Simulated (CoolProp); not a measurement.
Saturation properties of ethane.

Model: reference Helmholtz-energy equation of state, Bücker 2006, in CoolProp.

| T (K) | p (kPa) | liquid density (kg/m³) | vapour Z | surface tension (mN/m) |
|---|---|---|---|---|
| 161.5 | 23.90 | 571.8 | 0.9885 | 19.9 |
| 166.9 | 34.88 | 565.4 | 0.9847 | 19.0 |
| 172.2 | 49.28 | 559.0 | 0.9802 | 18.2 |
| 177.5 | 68.03 | 552.6 | 0.9749 | 17.3 |
| 182.8 | 92.01 | 546.0 | 0.9687 | 16.5 |
| 188.1 | 122.1 | 539.4 | 0.9615 | 15.6 |
| 193.4 | 159.3 | 532.6 | 0.9534 | 14.8 |
| 198.7 | 204.7 | 525.7 | 0.9443 | 14.0 |
| 204 | 259.4 | 518.6 | 0.9341 | 13.1 |
| 209.3 | 324.4 | 511.4 | 0.9229 | 12.3 |
| 214.6 | 400.9 | 504.0 | 0.9106 | 11.5 |

It boils at 184.6 K under 1 atm.

Surface tension comes from a separate correlation (Mulero 2012).
